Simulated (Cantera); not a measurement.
Mixture: CO : H₂ : CH₄ : O₂ : N₂ = 1 : 0.75 : 1.3 : 5.79 : 21.8 (molar parts), equivalence ratio 0.60, at 500000 Pa, adiabatic and at constant pressure. Ignition delay is the time to a rise of 400 K.

Cantera simulation using GRI-Mech 3.0 (53 species, 325 reactions); the numbers are that mechanism's predictions, not measurements. Below about 1000 K GRI-Mech 3.0 lacks low-temperature oxidation paths. Below about 950 K walls govern HO2 and H2O2 in real vessels.

### Question
What does this change do: constant volume in place of constant pressure?

### Answer
| quantity | before | after |
|---|---|---|
| delay at 925 K | 0.102 s | 93.1 ms |
| delay at 1025 K | 6.33 ms | 5.72 ms |
| delay at 1125 K | 0.994 ms | 0.896 ms |
| delay at 1225 K | 0.338 ms | 0.306 ms |
| apparent activation energy between 1175 and 1275 K | 110 kJ/mol | 110 kJ/mol |
